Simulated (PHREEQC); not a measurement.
0.084 g of hydrous ferric oxide (600 m²/g; 0.2 weak and 0.005 strong sites per Fe, Dzombak-Morel constants, diffuse double layer) in 1 kg of water with 0.005 mol/kgw of an inert sodium salt and 0.05 mmol/kgw Na2HAsO4, at 25 °C; the pH is set by adding NaOH or the inert anion's acid. Oxygen is held at 0.21 atm. CO2 from the air is kept out. Precipitation was switched off in this run.

All values are PHREEQC results (ion-association model, wateq4f.dat), not measurements.

### Question
Predict surface charge σ (C/m²), surface potential ψ (mV) at pH = 3, 6.5, 7.

### Answer
```json
[
 {"pH": "3", "surface charge σ (C/m²)": "0.188", "surface potential ψ (mV)": "190"},
 {"pH": "6.5", "surface charge σ (C/m²)": "0.007", "surface potential ψ (mV)": "41"},
 {"pH": "7", "surface charge σ (C/m²)": "0.002", "surface potential ψ (mV)": "12"}
]
```

The oxide is taken as insoluble; below pH 4 it would dissolve.
